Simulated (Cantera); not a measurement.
Feed: 1 mol SiCl4, 0.32 mol HCl, 210 mol H2, equilibrated at 0.280 bar.

Cantera equilibrium calculation (NASA polynomials, part measured and part estimated; ideal gas, pure solids and liquids). Candidate condensed phases: Si; 19 gas species. The tables' values for SiCl3 are old estimates; treat these amounts as uncertain. Equilibrium is a limit: real reactors are often held back by kinetics, nucleation or transport. All values below are at 1498 K.

Base state: H2 0.981, HCl 0.0181, SiCl2 0.00107, H 3.22e-5, SiCl3 2.60e-5, SiHCl3 1.13e-5, SiH2Cl2 1.00e-5 (mole fractions); condensed: Si(s).

What changes in the equilibrium state with this change: SiCl4 replaced by SiH2Cl2?


```tsv
species	before	after
H2	0.981	0.989
HCl	0.0181	0.0102
SiCl2	0.00107	0.000339
SiCl3	2.60e-5	4.64e-6
SiHCl3	1.13e-5	2.03e-6
Si(s), mol	0.762	0.925
```
